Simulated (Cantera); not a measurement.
**Adiabatic ignition**

An adiabatic, constant-pressure homogeneous reactor starts with 11.2 % CH4, 2.35 % H2, 18.2 % O2, 68.3 % N2, equivalence ratio 1.3, at 1050 K and 5.33 atm.

Cantera simulation using GRI-Mech 3.0 (53 species, 325 reactions); the numbers are that mechanism's predictions, not measurements.

```
t (s)     T (K)     x CH4    x H2      x O2    x NO2    x HCN     x CH3    x C2H6
--------  -----  --------  ------  --------  -------  -------  --------  --------
2.00e-6    1050     0.112  0.0235     0.182   <1e-12   <1e-12  4.60e-10    <1e-12
4.51e-6    1050     0.112  0.0235     0.182   <1e-12   <1e-12   1.04e-9    <1e-12
1.02e-5    1050     0.112  0.0235     0.182   <1e-12   <1e-12   2.33e-9    <1e-12
2.30e-5    1050     0.112  0.0235     0.182   <1e-12   <1e-12   5.10e-9    <1e-12
5.18e-5    1050     0.112  0.0235     0.182   <1e-12   <1e-12   1.07e-8  1.37e-12
0.000117   1050     0.112  0.0235     0.182   <1e-12   <1e-12   2.12e-8  1.27e-11
0.000264   1050     0.112  0.0235     0.182   <1e-12   <1e-12   4.08e-8  1.07e-10
0.000595   1050     0.112  0.0235     0.182   <1e-12   <1e-12   1.01e-7   1.14e-9
0.00134    1050     0.112  0.0235     0.182   <1e-12   <1e-12   5.83e-7   4.66e-8
0.00303    1053     0.112  0.0234     0.181   <1e-12   <1e-12   9.22e-6   3.10e-5
0.00684    1111     0.105  0.0229     0.174   <1e-12   <1e-12   3.41e-5  0.000614
0.0154     2609  1.52e-12  0.0425  0.000367  8.12e-8  2.63e-8  2.22e-12    <1e-12
0.0348     2609  1.52e-12  0.0425  0.000367  8.14e-8  2.64e-8  2.22e-12    <1e-12
0.0786     2609  1.52e-12  0.0425  0.000367  8.14e-8  2.64e-8  2.22e-12    <1e-12
0.177      2609  1.52e-12  0.0425  0.000367  8.14e-8  2.64e-8  2.22e-12    <1e-12
0.400      2609  1.52e-12  0.0425  0.000367  8.14e-8  2.64e-8  2.22e-12    <1e-12
```
x: mole fraction; the columns are a selection and need not sum to one.

| Property | Value |
|---|---|
| time of steepest temperature rise | 7.84 ms |
| temperature at 0.400 s | 2609 K |
| equilibrium temperature | 2609 K |
| x(CH4) at 0.400 s | 1.52e-12 (gas-phase equilibrium 1.75e-12) |
| x(H2) at 0.400 s | 0.0425 (gas-phase equilibrium 0.0425) |
| x(O2) at 0.400 s | 0.000367 (gas-phase equilibrium 0.000367) |
